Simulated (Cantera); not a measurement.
What does this Cantera script print?

```python
import numpy as np
import cantera as ct

gas_names = """
    C CH CH2 CH3 CH2OH CH3O CH4 CH3OH CN CO CO2 COOH C2 C2H CHCO,ketyl C2H2,acetylene C2H2,vinylidene
    CH2CO,ketene C2H3,vinyl CH3CN CH3CO,acetyl C2H4 C2H4O,ethylen CH3CHO,ethanal CH3COOH (HCOOH)2 C2H5
    C2H6 CH3OCH3 C2H5OH CCN CNC C2N2 C2O C3 C3H3,propargyl C3H4,allene C3H4,propyne C3H4,cyclo-
    C3H5,allyl C3H6,propylene C3H6,cyclo- C3H6O C3H7,n-propyl C3H7,i-propyl C3H8 C3H8O,1propanol
    C3H8O,2propanol C3O2 C4 C4H2 C4H4,1,3-cyclo- C4H6,butadiene C4H6,2-butyne C4H6,cyclo- C4H8,1-butene
    C4H8,cis2-buten C4H8,tr2-butene C4H8,isobutene C4H8,cyclo- (CH3COOH)2 C4H9,n-butyl C4H9,i-butyl
    C4H9,s-butyl C4H9,t-butyl C4H10,isobutane C4H10,n-butane C4N2 C5 C5H6,1,3cyclo- C5H8,cyclo-
    C5H10,1-pentene C5H10,cyclo- C5H11,pentyl C5H11,t-pentyl C5H12,n-pentane C5H12,i-pentane
    CH3C(CH3)2CH3 C6H2 C6H5,phenyl C6H5O,phenoxy C6H6 C6H5OH,phenol C6H10,cyclo- C6H12,1-hexene
    C6H12,cyclo- C6H13,n-hexyl C7H7,benzyl C7H8 C7H8O,cresol C7H14,1-heptene C7H15,n-heptyl
    C7H16,n-heptane C8H8,styrene C8H10,ethylbenz C8H16,1-octene C8H17,n-octyl C8H18,isooctane
    C8H18,n-octane C9H19,n-nonyl C10H8,naphthale C10H21,n-decyl C12H9,o-bipheny C12H10,bipheny Cu CuO
    Cu2 H HCN HCO HCCN HNC HNCO HNO HNO2 HNO3 HO2 H2 HCHO,formaldehy HCOOH H2O H2O2 N NCO NH NH2 NH3
    NH2OH NO NO2 NO3 N2 N2H2 N2H4 N2O O OH O2 O3
""".split()
cond_names = """
    C(gr) C6H6(L) C7H8(L) C8H18(L),n-octa Cu(cr) Cu(L) CuO(s) CuO2H2(s) Cu2O(s) Cu2O(L) H2O(s) H2O(L)
""".split()


def load(file, names, dense=False):
    # The tables refer to 1 bar. Condensed volumes are neglected.
    table = {s.name: s for s in ct.Species.list_from_file(file)}
    out = []
    for n in names:
        d = dict(table[n].input_data)
        d["thermo"] = dict(d["thermo"], **{"reference-pressure": 1e5})
        if dense:
            d["equation-of-state"] = {"model": "constant-volume", "density": "1e6 g/cm^3"}
        out.append(ct.Species.from_dict(d))
    return out


gas = ct.Solution(thermo="ideal-gas", species=load("nasa_gas.yaml", gas_names))
cond = {s.name: ct.Solution(thermo="fixed-stoichiometry", species=[s], name=s.name)
        for s in load("nasa_condensed.yaml", cond_names, dense=True)}
atoms = {
    'Cu2O': {'Cu': 2, 'O': 1},
    'C': {'C': 1},
    'N2': {'N': 2},
    'CH4': {'C': 1, 'H': 4},
    'O2': {'O': 2},
}
top_T = {'C(gr)': 4500, 'CuO(s)': 1390}  # K; cautious upper limits of use, not melting points


def equilibrate(T, P, feed):
    n = {}
    for name, mol in feed.items():
        for a, k in atoms[name].items():
            n[a] = n.get(a, 0.0) + k * mol
    gas.TPX = T, P, n
    mass = sum(n.values()) * gas.mean_molecular_weight
    gas.equilibrate("TP")
    valid = [c for c in cond.values() if c.min_temp <= T <= top_T.get(c.name, c.max_temp)]
    mix = ct.Mixture([(gas, mass / gas.mean_molecular_weight)] + [(c, 0.0) for c in valid])
    mix.T, mix.P = T, P
    mix.equilibrate("TP", solver="vcs", rtol=1e-11, max_steps=5000)
    return mix


results = []
feed = {'Cu2O': 1, 'C': 5, 'N2': 0.16, 'CH4': 1.6, 'O2': 0.36}  # mol
P = 720000  # Pa
for T in [1398, 1498, 1598, 1698, 1798, 1898, 1998, 2098, 2198, 2298, 2398]:
    mix = equilibrate(T, P, feed)
    results.append((T, P, feed, dict(zip(mix.species_names, mix.species_moles))))

top = {s: max(r[3][s] / sum(r[3][g] for g in gas_names) for r in results) for s in gas_names}
cols = sorted((s for s in top if top[s] > 0.001), key=lambda s: -top[s])[:9]
seen = [c for c in cond_names if any(r[3].get(c, 0) > 1e-12 for r in results)]
print("log10 of partial pressures in bar; condensed amounts in mol")
print(f"{'T/K':>10s}" + "".join(f"{s[:9]:>10s}" for s in cols + seen))
for T, P, feed, n in results:
    ng = sum(n[g] for g in gas_names)
    print(f"{T:10.4g}" + "".join(f"{np.log10(max(n[s] / ng * P / 1e5, 1e-99)):10.3f}" for s in cols)
          + "".join(f"{n.get(c, 0):10.4g}" for c in seen))
```

Result:

```
log10 of partial pressures in bar; condensed amounts in mol
       T/K        H2        CO        N2        Cu       CH4       HCN       H2O         H C2H2,acet     C(gr)     Cu(L)
      1398     0.644     0.384    -0.637    -5.887    -1.071    -3.308    -1.393    -5.003    -4.966     4.856         2
      1498     0.649     0.387    -0.641    -5.100    -1.287    -2.978    -1.723    -4.440    -4.406     4.859         2
      1598     0.652     0.387    -0.644    -4.413    -1.480    -2.690    -2.014    -3.948    -3.918     4.863         2
      1698     0.653     0.387    -0.646    -3.810    -1.651    -2.438    -2.271    -3.513    -3.489     4.865         2
      1798     0.654     0.387    -0.650    -3.276    -1.803    -2.214    -2.499    -3.126    -3.109     4.866         2
      1898     0.654     0.387    -0.654    -2.801    -1.939    -2.015    -2.703    -2.780    -2.770     4.864     1.999
      1998     0.654     0.387    -0.659    -2.374    -2.062    -1.837    -2.887    -2.468    -2.466     4.859     1.997
      2098     0.653     0.386    -0.667    -1.989    -2.174    -1.679    -3.053    -2.185    -2.193     4.851     1.993
      2198     0.651     0.385    -0.677    -1.641    -2.277    -1.537    -3.205    -1.929    -1.945     4.838     1.984
      2298     0.648     0.384    -0.691    -1.324    -2.373    -1.410    -3.345    -1.695    -1.721      4.82     1.966
      2398     0.642     0.380    -0.709    -1.035    -2.465    -1.299    -3.477    -1.482    -1.519     4.794     1.932
```

These are equilibrium values from Cantera (NASA tables, ideal gas, pure condensed phases), not measurements of a reactor.
